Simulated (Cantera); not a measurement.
Feed: 1 mol Pb, 1.6 mol H₂, 0.13 mol N₂, held at 1302 °C and 460 Pa.

Cantera equilibrium calculation (NASA polynomials, part measured and part estimated; ideal gas, pure solids and liquids). Candidate condensed phases: Pb; 11 gas species. Equilibrium is a limit: real reactors are often held back by kinetics, nucleation or transport.

Base state: H₂ 0.586, Pb 0.366, N₂ 0.0476, H 0.000469 (mole fractions); condensed: gas only.

Task: What changes in the equilibrium state with this change: Pb replaced by Fe(CO)₅?

Result: 
```tsv
species	before	after
CO	0	0.743
H₂	0.586	0.238
N₂	0.0476	0.0193
Pb	0.366	0
Fe	0	0.000149
HCN	0	1.41e-5
H	0.000469	0.000299
Fe(γ), mol	0	0.999
```
Further candidate phases: C, C₆H₆, C₇H₈, C₈H₁₈, Fe, Fe(CO)₅, FeO, Fe(OH)₂, Fe(OH)₃, Fe₂O₃, Fe₃O₄, H₂O.
